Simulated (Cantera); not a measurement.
A Cantera script and its output.

```python
import numpy as np
import cantera as ct

gas = ct.Solution("gri30.yaml")
gas.TPX = 1250, 90000, {'C2H6': 1, 'N2': 7.2}
reactor = ct.IdealGasConstPressureReactor(gas, energy="off", clone=False)
net = ct.ReactorNet([reactor])
net.rtol, net.atol = 1e-08, 1e-18
show = ['C2H6', 'CH4', 'C2H2', 'C2H', 'H2', 'CH2', 'CH3']
times = np.geomspace(2e-05, 30, 10)

steps = ct.SolutionArray(gas, extra=["t"])
rows = []
print(f"{'t/s':>10s}{'T/K':>9s}{'P/Pa':>11s}" + "".join(f"{s:>11s}" for s in show))
for t in times:
    while net.time < t:
        t_next = net.step()
        steps.append(gas.state, t=t_next)
    rows.append([np.interp(t, steps.t, y) for y in (steps.T, steps.P, *steps(*show).X.T)])
    print(f"{t:10.3e}{rows[-1][0]:9.1f}{rows[-1][1]:11.4g}" + "".join(f"{x:11.3e}" for x in rows[-1][2:]))
rate = np.gradient(steps.T, steps.t)
print("integrator steps:", len(steps.t))
if steps.T.max() > steps.T[0] + 200:
    print(f"time of steepest temperature rise: {steps.t[rate.argmax()]:.4e} s")
gas.TPX = 1250, 90000, {'C2H6': 1, 'N2': 7.2}
gas.equilibrate("TP")
print(f"equilibrium (TP): T = {gas.T:.1f} K  " + "  ".join(f"{s} {gas[s].X[0]:.3e}" for s in show))
```

It prints:

```
       t/s      T/K       P/Pa       C2H6        CH4       C2H2        C2H         H2        CH2        CH3
 2.000e-05   1250.0      9e+04  1.219e-01  3.844e-06  7.590e-12  7.738e-20  3.370e-06  4.127e-11  1.501e-05
 9.711e-05   1250.0      9e+04  1.216e-01  5.503e-05  3.612e-08  1.878e-14  2.360e-04  5.378e-10  3.611e-05
 4.715e-04   1250.0      9e+04  1.165e-01  5.554e-04  1.447e-05  2.808e-12  4.252e-03  1.881e-09  6.240e-05
 2.289e-03   1250.0      9e+04  9.069e-02  3.337e-03  4.790e-04  1.842e-11  2.476e-02  1.654e-09  5.503e-05
 1.112e-02   1250.0      9e+04  2.400e-02  1.299e-02  6.102e-03  9.101e-11  8.020e-02  7.219e-10  2.764e-05
 5.397e-02   1250.0      9e+04  1.068e-03  1.842e-02  2.218e-02  9.367e-11  1.101e-01  4.485e-11  5.503e-06
 2.621e-01   1250.0      9e+04  4.829e-04  2.058e-02  4.186e-02  1.147e-10  1.261e-01  2.057e-11  3.881e-06
 1.272e+00   1250.0      9e+04  3.444e-04  2.643e-02  5.409e-02  1.139e-10  1.316e-01  1.537e-11  3.786e-06
 6.179e+00   1250.0      9e+04  2.677e-04  4.004e-02  5.310e-02  7.896e-11  1.179e-01  1.143e-11  4.000e-06
 3.000e+01   1250.0      9e+04  1.772e-04  6.004e-02  5.100e-02  4.730e-11  9.722e-02  6.616e-12  3.719e-06
integrator steps: 1491
equilibrium (TP): T = 1250.0 K  C2H6 7.702e-05  CH4 7.880e-02  C2H2 2.807e-02  C2H 1.448e-11  H2 8.357e-02  CH2 2.676e-12  CH3 2.709e-06
```

Model: GRI-Mech 3.0 (53 species, 325 reactions), integrated in Cantera. GRI-Mech 3.0 stops at C3 and has no aromatics, soot or wall deposition, so with more carbon than oxygen in the feed, carbon stays in small species such as C2H2 where larger ones or solid carbon would form.
